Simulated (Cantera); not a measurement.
## Equilibrium for silicon carbide growth: CH3SiCl3 + CH4 + H2

Feed: 1 mol CH3SiCl3, 0.01 mol CH4, 49 mol H2, held at 0.600 bar.

These are equilibrium values from Cantera (NASA tables, ideal gas, pure condensed phases), not measurements of a reactor. Candidate condensed phases: C, C6H6, C7H8, C8H18, Si, SiC; 109 gas species. The feed counts by its element totals alone. The tables' values for SiCl, SiCl3 are old estimates; treat these amounts as uncertain. Gases not in the tables: Si2H6 and higher silanes. Kinetics and transport are ignored.

```csv
T (°C),log p H2,log p HCl,log p H,log p CH4,log p C2H2 (acetylene),n SiC(s)
902,-0.25,-1.51,-7.03,-2.94,-8.89,0.910
1052,-0.25,-1.47,-5.91,-3.38,-7.74,0.974
1202,-0.25,-1.47,-5.01,-3.53,-6.42,0.984
1352,-0.25,-1.46,-4.28,-3.58,-5.20,0.986
1502,-0.25,-1.47,-3.66,-3.68,-4.32,0.983
1652,-0.25,-1.47,-3.14,-3.90,-3.84,0.974
1802,-0.25,-1.48,-2.70,-4.15,-3.55,0.954
1952,-0.25,-1.49,-2.31,-4.36,-3.29,0.915
2102,-0.26,-1.50,-1.98,-4.51,-2.99,0.816
```
log p: log10 of the partial pressure in bar; n: condensed amount in mol.

From 902 °C to 2102 °C the condensed part is SiC(s). The main Si-bearing gas is SiCl4 at 902 °C and SiCl2 at 2102 °C. The share of Si in condensed phases is highest at 1352 °C (98.6 %) and lowest at 2102 °C (81.6 %).
